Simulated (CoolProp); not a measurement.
A single-stage vapour-compression cycle with n-perfluorohexane: evaporating at 276.15 K (dew point), condensing at 329.15 K (bubble point), superheat 0 K, subcooling 2 K, compressor efficiency 0.8, no pressure losses. Each further row changes one setting.

Computed with CoolProp (reference Helmholtz-energy equation of state, Gao 2022).

```
case                              cooling COP  pressure ratio  discharge temperature (K)  refrigerating effect (kJ/kg)  volumetric capacity (kJ/m³)
--------------------------------  -----------  --------------  -------------------------  ----------------------------  ---------------------------
as stated                                2.57            9.59                      329.1                          44.9                         68.0
evaporating temperature 281.15 K         3.09            7.39                      329.1                          48.8                         94.3
condensing temperature 324.15 K          3.08            8.06                      324.2                          50.4                         76.3
subcooling 7 K                           2.88            9.59                      329.1                          50.4                         76.3
superheat 10 K                           2.75            9.59                      329.1                          52.8                         77.0
compressor efficiency 0.7                2.25            9.59                      329.1                          44.9                         68.0
```

The compression ends wet for: as stated; evaporating temperature 281.15 K; condensing temperature 324.15 K; subcooling 7 K; superheat 10 K; compressor efficiency 0.7.
